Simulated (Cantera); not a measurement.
Charge: 1 mol Cr, 2.7 mol H2O, 7.3 mol H2, equilibrated at 1352 °C and 49.0 Pa.

Equilibrium computed with Cantera from the NASA thermochemical tables; the gas is ideal and each condensed phase is pure. Candidate condensed phases: Cr, Cr2O3, H2O; 13 gas species. Equilibrium is a limit: real reactors are often held back by kinetics, nucleation or transport.

Base state: H2 0.877, H2O 0.120, H 0.00298, Cr 3.32e-5, OH 1.72e-5 (mole fractions); condensed: Cr2O3(s).

**Question.** What changes in the equilibrium state with this change: Cr replaced by Ta?

**Answer.** 
| species | before | after |
|---|---|---|
| H2 | 0.877 | 0.977 |
| H2O | 0.120 | 0.0200 |
| H | 0.00298 | 0.00315 |
| Cr | 3.32e-5 | 0 |
| OH | 1.72e-5 | 2.71e-6 |
| Cr2O3(s), mol | 0.500 | 0 |
| Ta2O5(s), mol | 0 | 0.500 |
Further candidate phases: Ta, Ta2O5.
